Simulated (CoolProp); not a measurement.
A single-stage vapour-compression cycle with R236FA: evaporating at 311.15 K (dew point), condensing at 359.15 K (bubble point), superheat 8 K, subcooling 8 K, compressor efficiency 0.9, no pressure losses. Each further row changes one setting.

Computed with CoolProp (reference Helmholtz-energy equation of state, Pan 2012).

```
case                              cooling COP  pressure ratio  discharge temperature (K)  refrigerating effect (kJ/kg)  volumetric capacity (kJ/m³)
--------------------------------  -----------  --------------  -------------------------  ----------------------------  ---------------------------
as stated                                4.46            3.48                      359.7                          91.8                         2430
evaporating temperature 316.15 K         5.25      (withheld)                 (withheld)                          95.2                         2920
condensing temperature 354.15 K          5.24            3.10                 (withheld)                          98.8                         2620
subcooling 13 K                          4.80            3.48                      359.7                          98.8                         2620
superheat 18 K                           4.64            3.48                 (withheld)                           101                         2560
compressor efficiency 0.8                3.97            3.48                      361.7                          91.8                         2430
```

Problem. Complete the blanks.

Solution. 
- evaporating temperature 316.15 K, pressure ratio: 3.00
- evaporating temperature 316.15 K, discharge temperature (K): 360.4
- condensing temperature 354.15 K, discharge temperature (K): 355.1
- superheat 18 K, discharge temperature (K): 368.3
